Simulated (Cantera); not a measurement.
A closed system holds: 1 mol Cr, a varied amount of N₂O, 24 mol H₂, held at 1927 °C and 0.100 bar.

These are equilibrium values from Cantera (NASA tables, ideal gas, pure condensed phases), not measurements of a reactor. Candidate condensed phases: Cr, CrN, Cr₂N, Cr₂O₃, H₂O; 29 gas species. Kinetics and transport are ignored.

x: gas mole fraction; n: condensed amount in mol.

```
n(N₂O) (mol)   x H₂    x N₂   x H₂O      x Cr      x H  n Cr₂O₃(s)
------------  -----  ------  ------  --------  -------  ----------
0.51          0.905  0.0198  0.0191    0.0382   0.0169           0
0.89          0.878  0.0341  0.0328    0.0371   0.0167           0
1.5           0.845  0.0564  0.0486    0.0320   0.0164         [?]
2.6           0.802  0.0951  0.0676    0.0180   0.0159         [?]
4.6           0.702   0.158   0.117   0.00651   0.0149         [?]
7.9           0.537   0.245   0.201   0.00192   0.0131       0.458
14            0.296   0.366   0.326  0.000381  0.00969       0.484
```

Problem. What belongs in the gaps?

Solution. 
- 1.5, n Cr₂O₃(s): 0.0539
- 2.6, n Cr₂O₃(s): 0.236
- 4.6, n Cr₂O₃(s): 0.392
